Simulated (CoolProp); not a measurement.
Saturation properties of n-perfluorohexane.

Values from CoolProp's reference Helmholtz-energy equation of state, Gao 2022.

```tsv
T (K)	p (MPa)	vapour density (kg/m³)	liquid cp (kJ/(kg K))
350.8	0.1933	24.91	1.133
356.2	0.2257	29.04	1.143
361.6	0.2622	33.72	1.153
366.9	0.3022	38.93	1.164
372.3	0.3475	44.92	1.175
377.6	0.3969	51.57	?
383	0.4525	59.23	1.200
388.3	0.5126	67.77	1.214
393.7	0.5800	77.66	1.231
399.1	0.6540	88.97	?
404.4	?	101.7	1.270
409.8	0.8219	116.8	1.296
415.1	0.9167	134.2	1.328
420.5	1.022	155.3	1.372
```

Problem. What belongs in the gaps?

Solution. 
- 377.6, liquid cp (kJ/(kg K)): 1.187
- 399.1, liquid cp (kJ/(kg K)): 1.249
- 404.4, p (MPa): 0.7334

It boils at 330.3 K under 1 atm.
